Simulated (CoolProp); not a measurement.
Vapour-liquid equilibrium of n-hexane (1) + m-xylene (2) at 418.5 K; x and y are mole fractions of (1).

Values from CoolProp's multi-fluid Helmholtz-energy mixture model, Thol 2019 and Zhou 2012; pair parameters Bell 2016.

```csv
x,"bubble pressure, mixture model (MPa)","bubble pressure, Raoult's law (MPa)","y, mixture model","y, Raoult's law"
0.05,0.1480,0.1480,0.223,0.232
0.15,0.2105,0.2047,0.500,0.503
0.25,0.2764,0.2615,0.656,0.657
0.35,0.3412,0.3183,0.751,0.756
0.45,0.4021,0.3750,0.814,0.825
0.55,0.4582,0.4318,0.858,0.875
0.65,0.5099,0.4885,0.893,0.914
0.75,0.5591,0.5453,0.923,0.945
0.85,0.6082,0.6021,0.952,0.970
0.95,0.6597,0.6588,0.983,0.991
```

The largest gap from Raoult's law is +7.2 % in bubble pressure, at x = 0.45. No azeotrope shows between x = 0.05 and 0.95.

Pair parameters are fitted to limited data, so mixtures are less certain than the pure fluids.
